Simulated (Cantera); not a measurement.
A freely propagating, adiabatic, planar premixed flame of CH4 : O2 : N2 = 1 : 1.82 : 7.27 (molar parts), equivalence ratio 1.1, unburnt at 675 K and 1.18 atm; mixture-averaged transport, grid criteria slope 0.08 and curve 0.16, no radiation.

Model: GRI-Mech 3.0 (53 species, 325 reactions), integrated in Cantera. Burning velocities carry a grid error of a few per cent, more on coarse grids.

How do the results move with these cheaper or finer settings: unity-Lewis-number transport; multicomponent transport; multicomponent+Soret transport; grid criteria slope 0.5, curve 1; grid criteria slope 0.25, curve 0.5; grid criteria slope 0.03, curve 0.06?


```
setting                               laminar burning velocity  thermal thickness  peak x(O)  peak x(CO)  grid points
------------------------------------  ------------------------  -----------------  ---------  ----------  -----------
as above                                              145 cm/s           0.281 mm    0.00353      0.0584          151
unity-Lewis-number transport                         98.2 cm/s           0.338 mm    0.00398      0.0528          132
multicomponent transport                              145 cm/s           0.285 mm    0.00353      0.0585          151
multicomponent+Soret transport                        143 cm/s           0.285 mm    0.00359      0.0582          151
grid criteria slope 0.5, curve 1                      155 cm/s           0.311 mm    0.00367      0.0582           44
grid criteria slope 0.25, curve 0.5                   149 cm/s           0.292 mm    0.00360      0.0582           63
grid criteria slope 0.03, curve 0.06                  143 cm/s           0.280 mm    0.00349      0.0583          331
```
The base run took about 8 core-seconds (a rough figure).
Unity Lewis numbers drop preferential diffusion, which matters most where H2 and H carry the flame; Soret adds thermal diffusion.
